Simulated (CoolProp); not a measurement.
Computed with CoolProp (reference Helmholtz-energy equation of state, Schmidt 1985). Above 300 K oxygen's equation is extrapolated.

Q: For oxygen, give the phase and the cv (kJ/(kg K)), speed of sound (m/s), viscosity (µPa s), conductivity (mW/(m K)) at 68.05 °C and 63.1 bar.

A: 
- 68.05 °C and 63.1 bar: supercritical; cv 0.677, speed of sound 358, viscosity 24.2, conductivity 32.2

Viscosity comes from a separate model (Lemmon 2004). Thermal conductivity comes from a separate model (Lemmon 2004).
